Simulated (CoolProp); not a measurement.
Vapour-liquid equilibrium of dimethyl carbonate (1) + n-nonane (2) at 337.2 K; x and y are mole fractions of (1).

The numbers come from the multi-fluid Helmholtz-energy mixture model, Zhou 2011 and Lemmon 2006; pair parameters Bell 2016 in CoolProp.

Give the bubble pressure and the first vapour's composition at x = 0.15, 0.55, 0.85. Is there an azeotrope?

x = 0.15: 0.02242 MPa, y = 0.812; x = 0.55: 0.03722 MPa, y = 0.909; x = 0.85: 0.03927 MPa, y = 0.932. No azeotrope shows between x = 0.05 and 0.95.

Pair parameters are fitted to limited data, so mixtures are less certain than the pure fluids. With so large a gap from Raoult's law the liquid may split in two, which this calculation doesn't test in full.
